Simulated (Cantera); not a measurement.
Cantera run, input and output.

```python
import numpy as np
import cantera as ct

gas = ct.Solution("h2o2.yaml")
gas.TPX = 1125, 1500, {'H2': 0.24, 'O2': 1}
reactor = ct.IdealGasConstPressureReactor(gas, energy="off", clone=False)
net = ct.ReactorNet([reactor])
net.rtol, net.atol = 1e-08, 1e-18
show = ['H2', 'O2', 'H', 'H2O', 'O']
times = np.geomspace(8e-05, 1, 9)

steps = ct.SolutionArray(gas, extra=["t"])
rows = []
print(f"{'t/s':>10s}{'T/K':>9s}{'P/Pa':>11s}" + "".join(f"{s:>11s}" for s in show))
for t in times:
    while net.time < t:
        t_next = net.step()
        steps.append(gas.state, t=t_next)
    rows.append([np.interp(t, steps.t, y) for y in (steps.T, steps.P, *steps(*show).X.T)])
    print(f"{t:10.3e}{rows[-1][0]:9.1f}{rows[-1][1]:11.4g}" + "".join(f"{x:11.3e}" for x in rows[-1][2:]))
rate = np.gradient(steps.T, steps.t)
print("integrator steps:", len(steps.t))
if steps.T.max() > steps.T[0] + 200:
    print(f"time of steepest temperature rise: {steps.t[rate.argmax()]:.4e} s")
gas.TPX = 1125, 1500, {'H2': 0.24, 'O2': 1}
gas.equilibrate("TP")
print(f"equilibrium (TP): T = {gas.T:.1f} K  " + "  ".join(f"{s} {gas[s].X[0]:.3e}" for s in show))
```

Result:

```
       t/s      T/K       P/Pa         H2         O2          H        H2O          O
 8.000e-05   1125.0       1500  1.935e-01  8.065e-01  2.935e-09  1.315e-09  1.209e-09
 2.601e-04   1125.0       1500  1.935e-01  8.065e-01  3.322e-08  4.405e-08  1.987e-08
 8.459e-04   1125.0       1500  1.935e-01  8.064e-01  3.308e-05  5.374e-05  2.045e-05
 2.751e-03   1125.0       1500  8.683e-03  7.104e-01  6.107e-02  1.539e-01  5.845e-02
 8.944e-03   1125.0       1500  4.203e-03  7.538e-01  1.843e-02  1.917e-01  2.661e-02
 2.908e-02   1125.0       1500  5.786e-04  7.815e-01  8.358e-04  2.117e-01  3.479e-03
 9.457e-02   1125.0       1500  4.377e-05  7.852e-01  1.765e-05  2.139e-01  2.676e-04
 3.075e-01   1125.0       1500  4.918e-06  7.856e-01  7.205e-07  2.142e-01  3.168e-05
 1.000e+00   1125.0       1500  8.524e-07  7.857e-01  5.549e-08  2.142e-01  5.739e-06
integrator steps: 1661
equilibrium (TP): T = 1125.0 K  H2 4.789e-09  O2 7.857e-01  H 2.527e-11  H2O 2.143e-01  O 3.362e-08
```

Cantera simulation using the H2/O2 subset of GRI-Mech 3.0, which has no nitrogen chemistry; the numbers are that mechanism's predictions, not measurements. Radical loss at walls, strong at low pressure, is not modelled. The temperature is held fixed by assumption; the heat of reaction is taken as removed at once.
